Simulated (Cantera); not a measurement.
A Cantera script and its output.

```python
import numpy as np
import cantera as ct

gas = ct.Solution("gri30.yaml")


def delay(T, t_max=10):
    gas.TPX = T, 620000, {'CH4': 1, 'O2': 2.04, 'N2': 7.67}
    reactor = ct.IdealGasConstPressureReactor(gas, clone=False)
    net = ct.ReactorNet([reactor])
    net.rtol, net.atol = 1e-8, 1e-16
    while net.time < t_max:
        t_old, T_old = net.time, reactor.T
        net.step()
        if reactor.T > T + 400:  # ignition: a rise of 400 K
            return t_old + (T + 400 - T_old) / (reactor.T - T_old) * (net.time - t_old)
    return np.nan


taus = []
for T in [1250, 1350, 1450, 1550, 1650, 1750, 1850, 1950, 2050, 2150]:
    taus.append(delay(T))
    print(f"T0 = {T:6g} K   tau = {taus[-1]:.4e} s")
```

It prints:

```
T0 =   1250 K   tau = 4.2426e-03 s
T0 =   1350 K   tau = 1.3303e-03 s
T0 =   1450 K   tau = 4.5958e-04 s
T0 =   1550 K   tau = 1.7371e-04 s
T0 =   1650 K   tau = 7.2184e-05 s
T0 =   1750 K   tau = 3.3216e-05 s
T0 =   1850 K   tau = 1.6901e-05 s
T0 =   1950 K   tau = 9.4070e-06 s
T0 =   2050 K   tau = 5.6465e-06 s
T0 =   2150 K   tau = 3.6075e-06 s
```

Model: GRI-Mech 3.0 (53 species, 325 reactions), integrated in Cantera.
